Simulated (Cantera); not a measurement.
Mixture: CH₄ : CO : O₂ : N₂ = 1 : 0.16 : 4.84 : 24.7 (molar parts), at 5.00 bar, adiabatic and at constant pressure. Ignition delay is the time to a rise of 400 K.

Model: GRI-Mech 3.0 (53 species, 325 reactions), integrated in Cantera.

### Question
Predict: delay at 1100 K; delay at 1200 K; delay at 1300 K; delay at 1400 K; delay at 1500 K; delay at 1600 K; apparent activation energy between 1400 and 1600 K.

### Answer
```
Property                                                 Value
--------------------------------------------------  ----------
delay at 1100 K                                        38.7 ms
delay at 1200 K                                        9.25 ms
delay at 1300 K                                        2.63 ms
delay at 1400 K                                       0.853 ms
delay at 1500 K                                       0.314 ms
delay at 1600 K                                       0.131 ms
apparent activation energy between 1400 and 1600 K  170 kJ/mol
```
